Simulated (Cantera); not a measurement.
A closed system holds: 1 mol Si, 8.4 mol F2, 0.17 mol N2, at 250 °C and 180 Pa.

Equilibrium computed with Cantera from the NASA thermochemical tables; the gas is ideal and each condensed phase is pure. Candidate condensed phases: Si, Si3N4; 16 gas species. Equilibrium is a limit: real reactors are often held back by kinetics, nucleation or transport.

Base state: F2 0.814, SiF4 0.138, NF3 0.0470, F 0.000275 (mole fractions); condensed: gas only.

Question: What changes in the equilibrium state with this change: temperature from 250 °C to 527 °C?

Answer: 
```csv
species,before,after
F2,0.814,0.693
F,0.000275,0.163
SiF4,0.138,0.122
NF3,0.0470,0.00292
N2,2.45e-9,0.0192
```
